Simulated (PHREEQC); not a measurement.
Make-up at 25 °C: 1.7 mol/kgw HCl, 0.093 mol/kgw MgSO4 and 1.7 mol/kgw NaCl. Closed to the air; pH follows from the charge balance.

Equilibrium calculation in PHREEQC: Pitzer model, pitzer.dat.

This is a speciation only: nothing precipitates in the calculation.

Predict the pH.

pH -0.70.

In which forms is S present?

HSO4- 82 %, SO4-2 18 % of the S.

In brines, pH and single-ion activities rest on the MacInnes convention.
